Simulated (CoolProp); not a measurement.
Vapour-liquid equilibrium of sulfur hexafluoride (1) + CH2F2 (R32) (2) at 240.7 K; x and y are mole fractions of (1).

The numbers come from the multi-fluid Helmholtz-energy mixture model, Guder 2009 and Tillner-Roth 1997; pair parameters Bell 2016 in CoolProp.

| x | bubble pressure (bar) | y at the bubble point | dew pressure at overall composition x (bar) | liquid density (mol/L) |
|---|---|---|---|---|
| 0.05 | 4.065 | 0.397 | 2.600 | 21.26 |
| 0.2 | 5.854 | 0.599 | 3.087 | 18.70 |
| 0.35 | 6.087 | 0.622 | 3.783 | 16.68 |
| 0.5 | 6.090 | 0.622 | 4.846 | 15.09 |
| 0.65 | 6.097 | 0.631 | 6.063 | 13.86 |
| 0.8 | 5.973 | 0.677 | 5.400 | 12.92 |
| 0.95 | 5.163 | 0.849 | 4.716 | 12.22 |

y crosses x between x = 0.5 and 0.65: the model has an azeotrope there.

The pair parameters rest on a limited set of measurements; away from them the model extrapolates. With so large a gap from Raoult's law the liquid may split in two, which this calculation doesn't test in full.
